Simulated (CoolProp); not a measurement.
R236FA along the isobar 3.86 MPa: fugacity coefficient from the reference equation and from simpler models built on Tc = 124.9 °C, pc = 3.191 MPa, ω = 0.377; each cubic takes its own stable root.

Computed with CoolProp (reference Helmholtz-energy equation of state, Pan 2012).

| T (°C) | phase | reference |
|---|---|---|
| -60.75 | liquid | 0.001128 |
| -40.85 | liquid | 0.004322 |
| -20.95 | liquid | 0.01268 |
| -1.05 | liquid | 0.03038 |
| 18.85 | liquid | 0.06228 |
| 38.75 | liquid | 0.1128 |
| 58.65 | liquid | 0.1850 |
| 78.55 | liquid | 0.2794 |
| 98.45 | liquid | 0.3937 |
| 118.35 | liquid | 0.5212 |

**Question.** How far does each simpler model (van der Waals, Redlich-Kwong, Soave-Redlich-Kwong, Peng-Robinson) lie from the reference over these 10 states: mean and median of the absolute difference, and the worst?

**Answer.** 
- van der Waals: mean 758.2 %, median 206.0 %, worst +4041.0 % at -60.75 °C and 3.86 MPa
- Redlich-Kwong: mean 115.7 %, median 70.3 %, worst +388.7 % at -60.75 °C and 3.86 MPa
- Soave-Redlich-Kwong: mean 2.9 %, median 3.0 %, worst +4.5 % at 78.55 °C and 3.86 MPa
- Peng-Robinson: mean 1.1 %, median 0.3 %, worst +6.5 % at -60.75 °C and 3.86 MPa
